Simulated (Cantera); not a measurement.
Feed: 1 mol Si3N4, 0.035 mol C, 3.3 mol H2, at 1902 °C and 19.0 Pa.

Equilibrium computed with Cantera from the NASA thermochemical tables; the gas is ideal and each condensed phase is pure. The tables' values for SiN are old estimates; treat these amounts as uncertain. Gases not in the tables: Si2H6 and higher silanes. Kinetics and transport are ignored.

```tsv
species	before	after
H	0.184	0.526
Si	0.320	0.265
N2	0.219	0.177
H2	0.270	0.0292
C2	4.17e-9	1.04e-5
Si3	4.28e-5	2.64e-8
C	4.07e-7	0.000366
Si2N	8.72e-5	4.61e-7
N	3.13e-7	2.69e-5
SiH2	1.51e-5	2.00e-7
```
Gas species are given as mole fractions.

Task: Which change was made?
A. temperature from 1902 °C to 2352 °C
B. pressure from 19.0 Pa to 10.0 mbar
C. temperature from 1902 °C to 1425 °C
D. pressure from 19.0 Pa to 1.30 mbar

Result: A, temperature from 1902 °C to 2352 °C
